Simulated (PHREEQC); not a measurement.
Na2CO3 is added in steps, without added water, to 1 kg of water holding 0.035 mol NaHSO4, 0.00078 mol Na2B4O7 and 0.017 mol KCl, at 20 °C. Oxygen alone is held at its pressure in air (log pO2 = -0.68). No CO2 enters from the air. The run lets Halite, Mirabilite, Nahcolite, Natron precipitate or redissolve, and no other solid.

Base run: PHREEQC, ion-association model, wateq4f.dat. Each further column changes one thing. The table gives H2BO3- (mol/kgw).

| Na2CO3 added (mol) | base | all activity coefficients set to 1 | metal-ligand complexes left out | database phreeqc.dat | Debye-Hückel limiting law |
|---|---|---|---|---|---|
| 0 | 1.35e-10 | … | 1.39e-10 | 1.29e-10 | 1.49e-10 |
| 0.007167 | 2.58e-10 | 2.18e-10 | 2.71e-10 | 2.45e-10 | 2.75e-10 |
| 0.01433 | 1.14e-9 | … | 1.22e-9 | 1.08e-9 | 1.17e-9 |
| 0.0215 | 3.29e-6 | 3.04e-6 | 3.38e-6 | 3.10e-6 | 3.10e-6 |
| 0.02867 | 2.02e-5 | 1.86e-5 | 2.09e-5 | 1.90e-5 | 1.90e-5 |
| 0.03583 | 0.000721 | … | … | 0.000691 | … |
| 0.043 | 0.00171 | … | … | 0.00166 | 0.00148 |

**Question.** Some entries are withheld; supply them.

**Answer.** 
- 0, all activity coefficients set to 1: 1.06e-10
- 0.01433, all activity coefficients set to 1: 1.03e-9
- 0.03583, all activity coefficients set to 1: 0.000713
- 0.03583, metal-ligand complexes left out: 0.000873
- 0.03583, Debye-Hückel limiting law: 0.000603
- 0.043, all activity coefficients set to 1: 0.00169
- 0.043, metal-ligand complexes left out: 0.00197

 phreeqc.dat and wateq4f.dat share most of their constants, so their agreement is no independent check. Solids allowed in the column 'database phreeqc.dat': Halite, Sylvite.
